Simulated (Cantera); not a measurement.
# Thermodynamics of abatement and gas-phase synthesis, feed NF3 + H2O + N2

A closed system holds: 1 mol NF3, 0.47 mol H2O, 3.6 mol N2, equilibrated at 0.00133 bar.

Cantera equilibrium calculation (NASA polynomials, part measured and part estimated; ideal gas, pure solids and liquids). Candidate condensed phases: H2O; 40 gas species. Kinetics and transport are ignored.

```tsv
T (°C)	x N2	x F	x HF	x O	x O2	x H	x NO
1600	0.558	0.281	0.128	0.00113	0.0306	3.38e-8	0.00169
1750	0.557	0.280	0.128	0.00371	0.0289	5.57e-7	0.00254
1900	0.554	0.279	0.128	0.00989	0.0252	6.26e-6	0.00345
2050	0.551	0.278	0.127	0.0214	0.0189	5.16e-5	0.00413
2200	0.546	0.276	0.125	0.0365	0.0111	0.000330	0.00419
2350	0.542	0.275	0.123	0.0491	0.00482	0.00169	0.00355
2500	0.538	0.278	0.117	0.0556	0.00173	0.00690	0.00266
2650	0.530	0.288	0.100	0.0576	0.000593	0.0214	0.00189
```
x: gas mole fraction; nothing condenses.

From 1600 °C to 2650 °C nothing is condensed.
